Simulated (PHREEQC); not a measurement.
PHREEQC input (ion-association model, wateq4f.dat):

```
SOLUTION 1
  temp 25
  units mol/kgw
  pH 7 charge
  K 0.057
  B 0.0016
SOLUTION 2
  temp 25
  units mol/kgw
  pH 7 charge
  S(-2) 0.00096
  Cl 0.001462
  Cd 8.1e-05
END
SELECTED_OUTPUT 1
  -reset false
  -pH true
  -pe true
  -ionic_strength true
  -water true
  -totals B Cd Cl K S S(-2) S(6)
  -molalities H+ H3BO3 Cd+2 Cl- K+ SO4-2 H2BO3- KSO4- HSO4- H2S
    HS- S-2 O2 OH- CdCl+ CdCl2 CdCl3- CdOH+ Cd(OH)2 Cd(OH)3-
    Cd(OH)4-2 Cd2OH+3 CdOHCl CdSO4 CdHS+ Cd(HS)2 Cd(HS)3- Cd(HS)4-2 Cd(SO4)2-2
  -equilibrium_phases Cd(OH)2 CdOHCl Greenockite Cd(BO2)2
PRINT
  -reset false
MIX 1
  1 1
  2 0
EQUILIBRIUM_PHASES 1
  Cd(OH)2 0 0
  CdOHCl 0 0
  Greenockite 0 0
  Cd(BO2)2 0 0
END
# ... the last block is repeated for the other 10 points of share of solution B
```

Selected output (columns that matter, 11 of 11 rows; share of solution B added in front):

```
share of solution B	pH	mu	B	Cd	Cl	K	S	m_H+	m_Cl-	m_K+	m_H2BO3-	m_H2S	m_HS-	Greenockite
0	12.648	0.057	0.0016	0	0	0.057	0	2.6487e-13	0	0.057	0.0015995	0	0	0
0.1	12.604	0.05134	0.00144	3.8487e-17	0.0001462	0.0513	8.79e-05	2.919e-13	0.0001462	0.0513	0.0014395	8.2578e-11	4.742e-05	8.1e-06
0.2	12.554	0.045674	0.00128	9.2735e-17	0.0002924	0.0456	0.0001758	3.2572e-13	0.0002924	0.0456	0.0012795	1.9919e-10	0.00010084	1.62e-05
0.3	12.497	0.040002	0.00112	1.7237e-16	0.00043859	0.039899	0.0002637	3.6933e-13	0.00043859	0.039899	0.0011195	3.6778e-10	0.00016126	2.43e-05
0.4	12.43	0.034321	0.00095998	2.9323e-16	0.00058479	0.034199	0.00035159	4.2786e-13	0.00058479	0.034199	0.00095947	6.1967e-10	0.00022991	3.24e-05
0.5	12.349	0.028631	0.00079998	4.8573e-16	0.00073098	0.028499	0.00043949	5.1079e-13	0.00073098	0.028499	0.00079946	1.0143e-09	0.00030824	4.05e-05
0.6	12.248	0.022929	0.00063998	8.1528e-16	0.00087718	0.022799	0.00052739	6.3804e-13	0.00087718	0.022799	0.00063945	1.6786e-09	0.00039796	4.86e-05
0.7	12.114	0.017214	0.00047998	1.4501e-15	0.0010234	0.017099	0.00061528	8.597e-13	0.0010234	0.017099	0.00047943	2.9364e-09	0.00050103	5.67e-05
0.8	11.911	0.011483	0.00031999	2.9834e-15	0.0011696	0.0114	0.00070318	1.3499e-12	0.0011696	0.0114	0.00031938	5.9251e-09	0.0006195	6.48e-05
0.9	11.495	0.0057358	0.00015999	9.9974e-15	0.0013157	0.0056998	0.00079107	3.4379e-12	0.0013157	0.0056998	0.00015918	1.9419e-08	0.00075498	7.29e-05
1	2.8525	0.0014621	0	2.9501e-09	0.001462	0	0.000879	0.0014621	0.001462	0	0	0.00087892	7.4757e-08	8.0997e-05
```

The polysulfide entries of wateq4f.dat were taken out for this run. The database's pK near 12.9 for HS-/S-2 is now thought far too low, so its S-2 is overstated.
